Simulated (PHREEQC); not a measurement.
PHREEQC input (ion-association model, wateq4f.dat):

```
SOLUTION_SPECIES
  SO4-2 + 10H+ + 8e- = H2S + 4H2O  # shut off: sulfate is not reduced
    -log_k -100
    -delta_h 0
    -analytic -100
SOLUTION 1
  temp 25
  units mol/kgw
  pH 7 charge
  S(6) 0.0011
  Cd 0.0011
  Cl 0.000238
  K 0.00012
  Ni 5.9e-05
SOLUTION 2
  temp 25
  units mol/kgw
  pH 7 charge
  Cl 0.1626
  Zn 0.0013
  Na 0.16
  S(6) 0.061
  Mn(2) 0.061
END
SELECTED_OUTPUT 1
  -reset false
  -pH true
  -pe true
  -ionic_strength true
  -water true
  -totals Cd Cl K Mn Na Ni S Zn Mn(2) Mn(3)
    Mn(6) Mn(7) S(-2) S(6)
  -molalities H+ Cd+2 Cl- K+ Mn+2 Na+ Ni+2 SO4-2 Zn+2 NaSO4-
    KSO4- HSO4- H2S HS- S-2 O2 OH- Mn+3 MnCl+ MnCl2
    MnCl3- MnOH+ Mn(OH)3- MnSO4 MnO4- MnO4-2 ZnCl+ ZnCl2 ZnCl3- ZnCl4-2
    ZnOH+ Zn(OH)2 Zn(OH)3- Zn(OH)4-2 ZnOHCl Zn(HS)2 Zn(HS)3- ZnSO4 Zn(SO4)2-2 CdCl+
    CdCl2 CdCl3- CdOH+ Cd(OH)2 Cd(OH)3- Cd(OH)4-2 Cd2OH+3 CdOHCl CdSO4 CdHS+
    Cd(HS)2 Cd(HS)3- Cd(HS)4-2 NiCl+ NiOH+ Ni(OH)2 Ni(OH)3- NiSO4 Cd(SO4)2-2 NiCl2
    Ni(SO4)2-2
  -equilibrium_phases Pyrochroite Zn(OH)2-a Zn4(OH)6SO4 Zn5(OH)8Cl2 Cd(OH)2 CdOHCl Ni(OH)2 Ni4(OH)6SO4 Halite Mirabilite
    Goslarite Morenosite
PRINT
  -reset false
MIX 1
  1 1
  2 0
EQUILIBRIUM_PHASES 1
  Pyrochroite 0 0
  Zn(OH)2-a 0 0
  Zn4(OH)6SO4 0 0
  Zn5(OH)8Cl2 0 0
  Cd(OH)2 0 0
  CdOHCl 0 0
  Ni(OH)2 0 0
  Ni4(OH)6SO4 0 0
  Halite 0 0
  Mirabilite 0 0
  Goslarite 0 0
  Morenosite 0 0
END
# ... the last block is repeated for the other 10 points of share of solution B
```

Selected output (columns that matter, 11 of 11 rows; share of solution B added in front):

```
share of solution B	pH	mu	Cd	Cl	K	Mn	Na	Ni	S	Zn	m_H+	m_Cd+2	m_Cl-	m_K+
0	6.5605	0.0040472	0.0011	0.000238	0.00012	0	0	5.9e-05	0.0011	0	2.93e-07	0.00093578	0.00022282	0.0001194
0.1	6.3339	0.037919	0.00099	0.016474	0.000108	0.0061	0.016	5.31e-05	0.00709	0.00013	5.36e-07	0.00045392	0.015944	0.00010601
0.2	6.2839	0.070298	0.00088	0.03271	9.6e-05	0.0122	0.032	4.72e-05	0.01308	0.00026	6.1926e-07	0.00030897	0.031746	9.347e-05
0.3	6.2527	0.10186	0.00077	0.048947	8.4e-05	0.0183	0.048	4.13e-05	0.01907	0.00039	6.7773e-07	0.00022475	0.047478	8.1285e-05
0.4	6.2287	0.13288	0.00066	0.065183	7.2e-05	0.0244	0.064	3.54e-05	0.02506	0.00052	7.2575e-07	0.00016633	0.063129	6.932e-05
0.5	6.2087	0.16348	0.00055	0.081419	6e-05	0.0305	0.08	2.95e-05	0.03105	0.00065	7.6777e-07	0.00012231	0.078704	5.7514e-05
0.6	6.1913	0.19375	0.00044	0.097655	4.8e-05	0.0366	0.096	2.36e-05	0.03704	0.00078	8.0576e-07	8.7586e-05	0.094203	4.5833e-05
0.7	6.1759	0.22372	0.00033	0.11389	3.6e-05	0.0427	0.112	1.77e-05	0.04303	0.00091	8.4075e-07	5.9391e-05	0.10963	3.4254e-05
0.8	6.162	0.25345	0.00022	0.13013	2.4e-05	0.0488	0.128	1.18e-05	0.04902	0.00104	8.7338e-07	3.6065e-05	0.12499	2.2762e-05
0.9	6.1492	0.28296	0.00011	0.14636	1.2e-05	0.0549	0.144	5.9e-06	0.05501	0.00117	9.0409e-07	1.652e-05	0.14028	1.1347e-05
1	6.1375	0.31226	0	0.1626	0	0.061	0.16	0	0.061	0.0013	9.3318e-07	0	0.15552	0
```
